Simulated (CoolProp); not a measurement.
Properties of n-perfluorohexane along the isobar 345 kPa.

Computed with CoolProp (reference Helmholtz-energy equation of state, Gao 2022).

```
T (°C)   phase  cp (kJ/(kg K))  cv (kJ/(kg K))
------  ------  --------------  --------------
4.35    liquid           1.014          0.8222
18.75   liquid           1.037          0.8433
33.15   liquid           1.059          0.8636
47.55   liquid           1.082      (withheld)
61.85   liquid           1.105          0.9016
76.25   liquid           1.130          0.9199
90.65   liquid      (withheld)          0.9378
104.95     gas          0.9673          0.9159
119.35     gas          0.9772          0.9311
133.75     gas          0.9883      (withheld)
148.15     gas          0.9999          0.9604
162.45     gas      (withheld)      (withheld)
176.85     gas           1.023          0.9878
```

**Question.** Fill in the missing entries.

**Answer.** 
- 47.55, cv (kJ/(kg K)): 0.8830
- 90.65, cp (kJ/(kg K)): 1.157
- 133.75, cv (kJ/(kg K)): 0.9460
- 162.45, cp (kJ/(kg K)): 1.012
- 162.45, cv (kJ/(kg K)): 0.9743
